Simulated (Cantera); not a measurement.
An isothermal, constant-pressure homogeneous reactor starts with CO : O2 : H2O : N2 = 0.015 : 0.0051 : 0.00013 : 1 (molar parts), equivalence ratio 1.5, at 1000 K and 0.133 bar. Integrator tolerance rtol = 1e-08.

Detailed kinetics in Cantera: GRI-Mech 3.0 (53 species, 325 reactions).

Task: What does this change do: 0.0015 parts CH4 added?

Result: 
```json
[
 {"quantity": "x(CO) at 3.00 s", "before": "0.00496 (gas-phase equilibrium 0.00468)", "after": "0.0147 (gas-phase equilibrium 0.00868)"},
 {"quantity": "x(O2) at 3.00 s", "before": "0.000120 (gas-phase equilibrium <1e-12)", "after": "0.00499 (gas-phase equilibrium <1e-12)"},
 {"quantity": "x(H2O) at 3.00 s", "before": "4.51e-5 (gas-phase equilibrium 7.69e-5)", "after": "0.000127 (gas-phase equilibrium 0.00115)"},
 {"quantity": "x(O) at 3.00 s", "before": "7.05e-5 (gas-phase equilibrium <1e-12)", "after": "7.95e-11 (gas-phase equilibrium <1e-12)"},
 {"quantity": "x(N2O) at 3.00 s", "before": "3.01e-8 (gas-phase equilibrium <1e-12)", "after": "<1e-12 (gas-phase equilibrium <1e-12)"}
]
```

Task: What does this change do: pressure from 0.133 bar to 1.90 bar?

Result: 
```tsv
quantity	before	after
x(CO) at 3.00 s	0.00496 (gas-phase equilibrium 0.00468)	0.0145 (gas-phase equilibrium 0.00468)
x(O2) at 3.00 s	0.000120 (gas-phase equilibrium <1e-12)	0.00492 (gas-phase equilibrium <1e-12)
x(H2O) at 3.00 s	4.51e-5 (gas-phase equilibrium 7.69e-5)	0.000127 (gas-phase equilibrium 7.69e-5)
x(O) at 3.00 s	7.05e-5 (gas-phase equilibrium <1e-12)	2.09e-8 (gas-phase equilibrium <1e-12)
x(N2O) at 3.00 s	3.01e-8 (gas-phase equilibrium <1e-12)	1.63e-8 (gas-phase equilibrium <1e-12)
```
